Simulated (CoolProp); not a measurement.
Vapour-liquid equilibrium of cyclohexane (1) + n-octane (2) at 0.439 MPa; x and y are mole fractions of (1).

Computed with CoolProp (multi-fluid Helmholtz-energy mixture model, Zhou 2014 and Beckmüller 2019; pair parameters Bell 2016).

```
x      bubble temperature, mixture model (°C)  bubble temperature, Raoult's law (°C)  y, mixture model  y, Raoult's law
-----  --------------------------------------  -------------------------------------  ----------------  ---------------
0.05                                    184.9                                  184.4             0.100            0.119
0.125                                   180.1                                  179.2             0.237            0.271
0.2                                     175.5                                  174.3             0.359            0.398
0.275                                   171.0                                  169.8             0.465            0.505
0.35                                    166.8                                  165.6             0.558            0.595
0.425                                   162.8                                  161.7             0.639            0.672
0.5                                     159.0                                  158.1             0.709            0.738
0.575                                   155.5                                  154.6             0.770            0.794
0.65                                    152.1                                  151.4             0.824            0.843
0.725                                   149.0                                  148.4             0.871            0.885
0.8                                     146.0                                  145.6             0.912            0.922
0.875                                   143.2                                  142.9             0.948            0.954
0.95                                    140.5                                  140.4             0.980            0.983
```

The largest gap from Raoult's law is +1.2 K in bubble temperature, at x = 0.275. No azeotrope shows between x = 0.05 and 0.95.

Pair parameters are fitted to limited data, so mixtures are less certain than the pure fluids.
